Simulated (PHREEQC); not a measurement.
A PHREEQC speciation (ion-association model, phreeqc.dat) at 80 °C gives pH 3.65 and these molalities:

```json
[
 {"species": "Cu+2", "mol/kgw": "0.0962"},
 {"species": "SO4-2", "mol/kgw": "0.0953"},
 {"species": "CuSO4", "mol/kgw": "0.0895"},
 {"species": "Cl-", "mol/kgw": "0.0608"},
 {"species": "CuCl+", "mol/kgw": "0.0333"},
 {"species": "Zn+2", "mol/kgw": "0.0189"},
 {"species": "ZnSO4", "mol/kgw": "0.0178"},
 {"species": "Zn(SO4)2-2", "mol/kgw": "0.00771"},
 {"species": "ZnCl+", "mol/kgw": "0.00444"},
 {"species": "HSO4-", "mol/kgw": "0.00212"},
 {"species": "CuCl2", "mol/kgw": "0.000623"},
 {"species": "Na+", "mol/kgw": "0.000304"},
 {"species": "H+", "mol/kgw": "0.000298"},
 {"species": "Cu2(OH)2+2", "mol/kgw": "0.000157"},
 {"species": "ZnCl2", "mol/kgw": "0.000118"},
 {"species": "NaSO4-", "mol/kgw": "3.56e-5"},
 {"species": "ZnCl3-", "mol/kgw": "1.19e-5"},
 {"species": "CuOH+", "mol/kgw": "1.51e-6"},
 {"species": "ZnCl4-2", "mol/kgw": "1.09e-6"},
 {"species": "ZnOH+", "mol/kgw": "8.26e-7"},
 {"species": "CuCl3-", "mol/kgw": "3.41e-7"},
 {"species": "ZnOHCl", "mol/kgw": "1.76e-8"}
]
```

Task: What are the element totals, and what could have been dissolved in 1 kg of water to give them?

Result: One answer among several that fit: totals Cl 0.100, Cu(2) 0.220, Na 0.000340, S(6) 0.220, Zn 0.0490 mol/kgw, from 0.22 mol/kgw CuSO4, 0.049 mol/kgw ZnCl2, 0.0021 mol/kgw HCl and 0.00017 mol/kgw Na2SO4.

No solid was allowed to form. Away from 25 °C the constants follow the database's enthalpies or fits; those with neither stay at their 25 °C values.
